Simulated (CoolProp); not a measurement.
Vapour-liquid equilibrium of CH2F2 (R32) (1) + R125 (2) at -64.85 °C; x and y are mole fractions of (1).

The numbers come from the multi-fluid Helmholtz-energy mixture model, Tillner-Roth 1997 and Lemmon 2005; pair parameters Lemmon 2004 in CoolProp.

```json
[
 {"x": "0.05", "bubble pressure (kPa)": "[?]", "y at the bubble point": "[?]", "dew pressure at overall composition x (kPa)": "41.60", "liquid density (mol/L)": "13.41"},
 {"x": "0.125", "bubble pressure (kPa)": "42.67", "y at the bubble point": "0.156", "dew pressure at overall composition x (kPa)": "42.34", "liquid density (mol/L)": "13.90"},
 {"x": "0.2", "bubble pressure (kPa)": "43.62", "y at the bubble point": "0.245", "dew pressure at overall composition x (kPa)": "43.13", "liquid density (mol/L)": "14.43"},
 {"x": "0.275", "bubble pressure (kPa)": "44.55", "y at the bubble point": "0.329", "dew pressure at overall composition x (kPa)": "43.94", "liquid density (mol/L)": "14.99"},
 {"x": "0.35", "bubble pressure (kPa)": "45.45", "y at the bubble point": "0.409", "dew pressure at overall composition x (kPa)": "44.78", "liquid density (mol/L)": "15.59"},
 {"x": "0.425", "bubble pressure (kPa)": "46.29", "y at the bubble point": "0.483", "dew pressure at overall composition x (kPa)": "45.64", "liquid density (mol/L)": "16.25"},
 {"x": "0.5", "bubble pressure (kPa)": "47.06", "y at the bubble point": "0.554", "dew pressure at overall composition x (kPa)": "46.48", "liquid density (mol/L)": "16.96"},
 {"x": "0.575", "bubble pressure (kPa)": "47.75", "y at the bubble point": "[?]", "dew pressure at overall composition x (kPa)": "47.28", "liquid density (mol/L)": "17.73"},
 {"x": "0.65", "bubble pressure (kPa)": "[?]", "y at the bubble point": "0.686", "dew pressure at overall composition x (kPa)": "48.02", "liquid density (mol/L)": "18.58"},
 {"x": "0.725", "bubble pressure (kPa)": "[?]", "y at the bubble point": "0.750", "dew pressure at overall composition x (kPa)": "[?]", "liquid density (mol/L)": "19.52"},
 {"x": "0.8", "bubble pressure (kPa)": "49.18", "y at the bubble point": "0.813", "dew pressure at overall composition x (kPa)": "49.12", "liquid density (mol/L)": "20.56"},
 {"x": "0.875", "bubble pressure (kPa)": "49.38", "y at the bubble point": "0.878", "dew pressure at overall composition x (kPa)": "49.38", "liquid density (mol/L)": "21.72"},
 {"x": "0.95", "bubble pressure (kPa)": "49.38", "y at the bubble point": "0.948", "dew pressure at overall composition x (kPa)": "49.38", "liquid density (mol/L)": "23.03"}
]
```

**Question.** Some entries are withheld; supply them.

**Answer.** 
- 0.05, bubble pressure (kPa): 41.73
- 0.05, y at the bubble point: 0.064
- 0.575, y at the bubble point: 0.621
- 0.65, bubble pressure (kPa): 48.34
- 0.725, bubble pressure (kPa): 48.83
- 0.725, dew pressure at overall composition x (kPa): 48.65

y crosses x between x = 0.875 and 0.95: the model has an azeotrope there.

Pair parameters are fitted to limited data, so mixtures are less certain than the pure fluids.
